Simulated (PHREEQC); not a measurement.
# Alkaline etch or developer: speciation

Make-up at 25 °C: 0.018 mol/kgw NaOH, 0.0062 mol/kgw Na2SiO3 and 3.2e-05 mol/kgw (CH3)4NCl. Closed to the air; pH follows from the charge balance.

Model: ion-association model, wateq4f.dat, run in PHREEQC.

This is a speciation only: nothing precipitates in the calculation.

Q: What pH, ionic strength does the model give?

A: pH 12.29; ionic strength 0.0315 mol/kgw.

Q: In which forms is Si present?

A: H3SiO4- 82 %, H2SiO4-2 17 % of the Si.

(CH3)4N+ isn't in the database: it is added as a free cation with an ion size of 4 Å.
